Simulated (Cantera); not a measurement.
A Cantera script and its output.

```python
import numpy as np
import cantera as ct

surf = ct.Interface("diamond.yaml", "diamond_100")
gas, bulk = surf.adjacent["gas"], surf.adjacent["diamond"]
k = surf.kinetics_species_index(bulk.species_names[0])
cover = ["c6HH", "c6H*", "c6*H", "c6**", "c6HM", "c6B"]

rows, drift = [], 0.0
print(f"{'xCH3':>10s}{'um/h':>11s}" + "".join(f"{s:>11s}" for s in cover))
for v in [1e-06, 2.3e-06, 5.3e-06, 1.2e-05, 2.8e-05, 6.4e-05, 0.00015, 0.00034, 0.00078]:
    T, P, xH, xCH3 = 1375, 2100, 0.0013, v
    gas.TPX = T, P, {"H": xH, "CH3": xCH3, "CH4": 0.011, "H2": 1 - xH - xCH3 - 0.011}
    surf.TP = bulk.TP = T, P
    surf.coverages = "c6H*:0.1, c6HH:0.9"
    surf.advance_coverages(100.0)
    before = surf.coverages
    surf.advance_coverages(100.0)
    drift = max(drift, np.max(np.abs(surf.coverages - before) / (surf.coverages + 1e-9)))
    rate = surf.net_production_rates[k] * bulk.mean_molecular_weight / bulk.density * 3.6e9
    rows.append([rate, *surf[cover].coverages])
    print(f"{v:10.4g}{rate:11.4e}" + "".join(f"{x:11.3e}" for x in rows[-1][1:]))
```

It prints:

```
      xCH3       um/h       c6HH       c6H*       c6*H       c6**       c6HM        c6B
     1e-06 1.1834e-03  3.948e-01  5.419e-02  5.145e-01  3.652e-02  1.749e-07  3.211e-12
   2.3e-06 2.7216e-03  3.948e-01  5.419e-02  5.145e-01  3.652e-02  4.023e-07  7.385e-12
   5.3e-06 6.2707e-03  3.948e-01  5.419e-02  5.145e-01  3.651e-02  9.271e-07  1.702e-11
   1.2e-05 1.4193e-02  3.948e-01  5.419e-02  5.145e-01  3.650e-02  2.099e-06  3.851e-11
   2.8e-05 3.3091e-02  3.948e-01  5.419e-02  5.144e-01  3.647e-02  4.897e-06  8.980e-11
   6.4e-05 7.5506e-02  3.948e-01  5.418e-02  5.144e-01  3.641e-02  1.119e-05  2.049e-10
   0.00015 1.7623e-01  3.947e-01  5.416e-02  5.142e-01  3.626e-02  2.620e-05  4.782e-10
   0.00034 3.9584e-01  3.946e-01  5.413e-02  5.139e-01  3.592e-02  5.926e-05  1.074e-09
   0.00078 8.8942e-01  3.943e-01  5.406e-02  5.132e-01  3.518e-02  1.353e-04  2.413e-09
```

Cantera simulation using the Harris–Goodwin 1993 mechanism for the reconstructed diamond (100) surface; the numbers are that mechanism's predictions, not measurements.
